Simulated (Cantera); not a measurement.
Feed: 1 mol CuO, 0.33 mol C, 0.28 mol CO, held at 2475 K and 1000 Pa.

Method: chemical equilibrium by Gibbs-energy minimisation in Cantera with the NASA 1993 tables (ideal gas, pure condensed phases). Candidate condensed phases: C, Cu, CuO, Cu₂O; 15 gas species. Equilibrium is a limit: real reactors are often held back by kinetics, nucleation or transport.

Base state: Cu 0.544, CO 0.175, CO₂ 0.158, O₂ 0.0847, O 0.0372, CuO 0.00116, Cu₂ 0.000293 (mole fractions); condensed: gas only.

Problem. What changes in the equilibrium state with this change: CuO replaced by TiO₂?

Solution. 
```json
[
 {"species": "CO", "before": "0.175", "after": "0.985"},
 {"species": "CO₂", "before": "0.158", "after": "0.00672"},
 {"species": "TiO", "before": "0", "after": "0.00424"},
 {"species": "Cu", "before": "0.544", "after": "0"},
 {"species": "O₂", "before": "0.0847", "after": "4.84e-6"},
 {"species": "O", "before": "0.0372", "after": "0.000282"},
 {"species": "TiO₂", "before": "0", "after": "0.00377"},
 {"species": "CuO", "before": "0.00116", "after": "0"},
 {"species": "Cu₂", "before": "0.000293", "after": "0"},
 {"species": "Ti₃O₅(l), mol", "before": "0", "after": "0.332"}
]
```
Further candidate phases: Ti, TiC, TiO, TiO₂, Ti₂O₃, Ti₃O₅, Ti₄O₇.

Problem. What changes in the equilibrium state with this change: temperature from 2475 K to 873 K?

Solution. 
| species | before | after |
|---|---|---|
| CO₂ | 0.158 | 1.000 |
| CO | 0.175 | 7.99e-7 |
| Cu | 0.544 | <1e-9 |
| O₂ | 0.0847 | <1e-9 |
| O | 0.0372 | <1e-9 |
| CuO | 0.00116 | <1e-9 |
| Cu₂ | 0.000293 | <1e-9 |
| Cu(s), mol | 0 | 0.880 |
| Cu₂O(s), mol | 0 | 0.0600 |
